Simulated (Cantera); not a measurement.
## Equilibrium for silicon oxide and oxynitride deposition: Si2H6 + CO2 + NO

Input: 1 mol Si2H6, 0.48 mol CO2, a varied amount of NO, equilibrated at 600 K and 0.165 Torr.

Equilibrium computed with Cantera from the NASA thermochemical tables; the gas is ideal and each condensed phase is pure. Candidate condensed phases: C, C6H6, C7H8, C8H18, H2O, Si, SiC, SiO2, Si2N2O, Si3N4; 151 gas species. The feed counts by its element totals alone. Kinetics and transport are ignored.

At 3 mol NO the condensed part is C(graphite) + SiO2(α-quartz) + Si2N2O(s). At 3.6 mol NO the condensed part is C(graphite) + SiO2(α-quartz). From 4.3 mol NO to 20 mol NO the condensed part is SiO2(α-quartz).

```tsv
n(NO) (mol)	x H2	x N2	x H2O	x O2	x CO2	x CO	n C(graphite)	n SiO2(α-quartz)	n Si2N2O(s)
3	0.657	0.334	1.16e-7	<1e-12	<1e-12	3.95e-8	0.440	1.97	0.0133
3.6	0.551	0.361	0.0377	<1e-12	0.0296	0.0153	0.225	2.00	0
4.3	0.459	0.383	0.0726	<1e-12	0.0684	0.0153	0	2.00	0
5	0.329	0.418	0.173	<1e-12	0.0751	0.00507	0	2.00	0
6	0.153	0.463	0.310	<1e-12	0.0728	0.00127	0	2.00	0
7.1	<1e-12	0.501	0.424	0.00706	0.0678	<1e-12	0	2.00	0
8.4	<1e-12	0.501	0.358	0.0835	0.0573	<1e-12	0	2.00	0
10	<1e-12	0.501	0.301	0.150	0.0481	<1e-12	0	2.00	0
12	<1e-12	0.501	0.250	0.209	0.0401	<1e-12	0	2.00	0
14	<1e-12	0.501	0.215	0.250	0.0343	<1e-12	0	2.00	0
17	<1e-12	0.501	0.177	0.294	0.0283	<1e-12	0	2.00	0
20	<1e-12	0.500	0.150	0.325	0.0240	<1e-12	0	2.00	0
```
x: gas mole fraction; n: condensed amount in mol.
